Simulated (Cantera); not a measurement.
# Stirred combustor or abatement burner

A perfectly stirred reactor is fed with CH4 : O2 : N2 : H2O = 1 : 1.25 : 9.5 : 0.021 (molar parts), equivalence ratio 1.6, at 1.00 bar; it is adiabatic with a 450 K inlet, and is followed from long to short residence time, starting on the burning branch (τ in s: 0.17, 0.078, 0.035, 0.016, 0.0071, 0.0032, 0.0014, 0.00064, 0.00029, 0.00013, 5.9e-05, 2.6e-05, 1.2e-05).

Cantera simulation using GRI-Mech 3.0 (53 species, 325 reactions); the numbers are that mechanism's predictions, not measurements.

| τ (s) | T (K) | x CH4 | x O2 | x HCN | x CH3 | x CH2 | x C2H4 |
|---|---|---|---|---|---|---|---|
| 0.17 | 1436 | 0.00963 | 0.00436 | 1.77e-7 | 9.76e-5 | 7.88e-8 | 0.000717 |
| 0.078 | 1390 | 0.0116 | 0.00863 | 6.65e-8 | 0.000122 | 8.24e-8 | 0.00121 |
| 0.035 | 450 | 0.0850 | 0.106 | <1e-12 | <1e-12 | <1e-12 | <1e-12 |
| 0.016 | 450 | 0.0850 | 0.106 | <1e-12 | <1e-12 | <1e-12 | <1e-12 |
| 0.0071 | 450 | 0.0850 | 0.106 | <1e-12 | <1e-12 | <1e-12 | <1e-12 |
| 0.0032 | 450 | 0.0850 | 0.106 | <1e-12 | <1e-12 | <1e-12 | <1e-12 |
| 0.0014 | 450 | 0.0850 | 0.106 | <1e-12 | <1e-12 | <1e-12 | <1e-12 |
| 0.00064 | 450 | 0.0850 | 0.106 | <1e-12 | <1e-12 | <1e-12 | <1e-12 |
| 0.00029 | 450 | 0.0850 | 0.106 | <1e-12 | <1e-12 | <1e-12 | <1e-12 |
| 0.00013 | 450 | 0.0850 | 0.106 | <1e-12 | <1e-12 | <1e-12 | <1e-12 |
| 5.9e-5 | 450 | 0.0850 | 0.106 | <1e-12 | <1e-12 | <1e-12 | <1e-12 |
| 2.6e-5 | 450 | 0.0850 | 0.106 | <1e-12 | <1e-12 | <1e-12 | <1e-12 |
| 1.2e-5 | 450 | 0.0850 | 0.106 | <1e-12 | <1e-12 | <1e-12 | <1e-12 |
x: mole fraction; the columns are a selection and need not sum to one.
